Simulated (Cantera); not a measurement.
What does this Cantera script print?

```python
import numpy as np
import cantera as ct

gas_names = """
    C CO COS CO2 CS CS2 C2 C2O C3 C3O2 C4 C5 Fe FeC5O5 FeO O O2 O3 S SO SO2 SO3 S2 S2O S8
""".split()
cond_names = """
    C(gr) Fe(a) Fe(c) Fe(d) Fe(L) FeC5O5(L) FeO(s) FeO(L) FeS(a) FeS(b) FeS(c) FeS(L) FeSO4(s) FeS2(s)
    Fe2O3(s) Fe2S3O12(s) Fe3O4(s) S(cr1) S(cr2) S(L)
""".split()


# ... load() reads the species with a 1 bar reference pressure and builds the phases ...
atoms = {
    'FeS2': {'Fe': 1, 'S': 2},
    'SO3': {'S': 1, 'O': 3},
    'CO2': {'C': 1, 'O': 2},
}
top_T = {'C(gr)': 4500, 'FeSO4(s)': 950, 'FeS2(s)': 1010, 'Fe2O3(s)': 1830, 'Fe2S3O12(s)': 1100, 'Fe3O4(s)': 1870}  # K; cautious upper limits of use, not melting points


# ... equilibrate(T, P, feed) seeds the gas with the atoms and calls Mixture.equilibrate('TP', solver="vcs", rtol=1e-11, max_steps=5000) ...
results = []
feed = {'FeS2': 1, 'SO3': 1.3, 'CO2': 4.9}  # mol
P = 1000  # Pa
for T in [1323, 1348, 1373, 1398, 1423, 1448, 1473, 1498, 1523, 1548, 1573, 1598, 1623, 1648]:
    mix = equilibrate(T, P, feed)
    results.append((T, P, feed, dict(zip(mix.species_names, mix.species_moles))))

top = {s: max(r[3][s] / sum(r[3][g] for g in gas_names) for r in results) for s in gas_names}
cols = sorted((s for s in top if top[s] > 1e-05), key=lambda s: -top[s])[:5]
seen = [c for c in cond_names if any(r[3].get(c, 0) > 1e-12 for r in results)]
print("log10 of partial pressures in bar; condensed amounts in mol")
print(f"{'T/K':>10s}" + "".join(f"{s[:9]:>10s}" for s in cols + seen))
for T, P, feed, n in results:
    ng = sum(n[g] for g in gas_names)
    print(f"{T:10.4g}" + "".join(f"{np.log10(max(n[s] / ng * P / 1e5, 1e-99)):10.3f}" for s in cols)
          + "".join(f"{n.get(c, 0):10.4g}" for c in seen))
```

Output:

```
log10 of partial pressures in bar; condensed amounts in mol
       T/K       CO2       SO2        CO        S2        SO    FeO(s)    FeS(c)
      1323    -2.240    -2.618    -3.075    -3.023    -4.696    0.9343   0.06569
      1348    -2.253    -2.617    -3.012    -3.011    -4.604         1         0
      1373    -2.264    -2.608    -2.961    -3.027    -4.517         1         0
      1398    -2.276    -2.599    -2.914    -3.045    -4.434         1         0
      1423    -2.288    -2.589    -2.870    -3.063    -4.355         1         0
      1448    -2.302    -2.580    -2.829    -3.084    -4.278         1         0
      1473    -2.316    -2.571    -2.792    -3.105    -4.205         1         0
      1498    -2.330    -2.563    -2.757    -3.128    -4.135         1         0
      1523    -2.345    -2.554    -2.725    -3.152    -4.067         1         0
      1548    -2.360    -2.546    -2.696    -3.178    -4.003         1         0
      1573    -2.376    -2.539    -2.669    -3.206    -3.941         1         0
      1598    -2.392    -2.532    -2.644    -3.235    -3.881    0.9999         0
      1623    -2.408    -2.525    -2.621    -3.265    -3.825    0.9999         0
      1648    -2.424    -2.519    -2.600    -3.298    -3.770    0.9998         0
```

Equilibrium computed with Cantera from the NASA thermochemical tables; the gas is ideal and each condensed phase is pure. Metal and sulfide melt together well below either melting point, which pure phases cannot show. Mutual solubility and eutectic melting of coexisting phases are not modelled. The tables' stoichiometric FeO is somewhat more stable than real wüstite, so its field is too wide. FeO, FeS: taken at fixed stoichiometry.
